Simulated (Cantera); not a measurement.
Cantera with NASA thermochemical tables; ideal gases at 1 bar, condensed phases pure. Values are per mole of reaction as written; species without (g) are pure solids or liquids, kept so even where they would boil at 1 bar.

Q: Between 773 and 1523 K, where is each reaction favourable under standard conditions?
- Cl₂(g) + 2 H(g) + SrO → H₂O(g) + SrCl₂

A: 
- Cl₂(g) + 2 H(g) + SrO → H₂O(g) + SrCl₂: ΔG° is -754 kJ at 773 K and -604 kJ at 1523 K; it stays negative (K > 1). ΔH° is -888 kJ and ΔS° -186 J/K at 1523 K.
